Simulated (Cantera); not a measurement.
A closed system holds: 1 mol Hg, 0.038 mol H₂, held at 69.0 Pa.

Equilibrium computed with Cantera from the NASA thermochemical tables; the gas is ideal and each condensed phase is pure. Candidate condensed phases: Hg; 3 gas species. Kinetics and transport are ignored. All values below are at 1227 °C.

Base state: Hg 0.963, H₂ 0.0365, H 0.000128 (mole fractions); condensed: gas only.

Question: What changes in the equilibrium state with this change: Hg replaced by PbO?

Answer: 
```json
[
 {"species": "PbO", "before": "0", "after": "0.550"},
 {"species": "Pb", "before": "0", "after": "0.289"},
 {"species": "O₂", "before": "0", "after": "0.129"},
 {"species": "Hg", "before": "0.963", "after": "0"},
 {"species": "H₂O", "before": "0", "after": "0.0318"},
 {"species": "H₂", "before": "0.0365", "after": "6.38e-6"},
 {"species": "OH", "before": "0", "after": "0.000241"},
 {"species": "O", "before": "0", "after": "5.53e-5"}
]
```
Gases not in the tables: (PbO)n polymers. Further candidate phases: H₂O, Pb, PbO, PbO₂, Pb₃O₄.
